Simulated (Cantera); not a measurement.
Charge: 1 mol Zr, 0.18 mol O2, a varied amount of N2, equilibrated at 0.00133 bar.

Method: chemical equilibrium by Gibbs-energy minimisation in Cantera with the NASA 1993 tables (ideal gas, pure condensed phases). Candidate condensed phases: Zr, ZrN, ZrO2; 13 gas species. Mutual solubility and eutectic melting of coexisting phases are not modelled. ZrN: taken at fixed stoichiometry. Condensed phases not in the tables: solid solutions among these carbides, nitrides and lower oxides. Equilibrium is a limit: real reactors are often held back by kinetics, nucleation or transport.

### Question
What condenses at these points (T in K, n(N2) in mol): (2600, 22); (1625, 3); (2300, 53); (2375, 22); (2075, 1.7)?

### Answer
```json
[
 {"T (K)": "2600", "n(N2) in mol": "22", "condensed phases": "ZrN", "Zr condensed (%)": "63.2"},
 {"T (K)": "1625", "n(N2) in mol": "3", "condensed phases": "ZrN + ZrO2", "Zr condensed (%)": "100.0"},
 {"T (K)": "2300", "n(N2) in mol": "53", "condensed phases": "ZrN + ZrO2", "Zr condensed (%)": "97.7"},
 {"T (K)": "2375", "n(N2) in mol": "22", "condensed phases": "ZrN + ZrO2", "Zr condensed (%)": "96.6"},
 {"T (K)": "2075", "n(N2) in mol": "1.7", "condensed phases": "ZrN + ZrO2", "Zr condensed (%)": "100.0"}
]
```
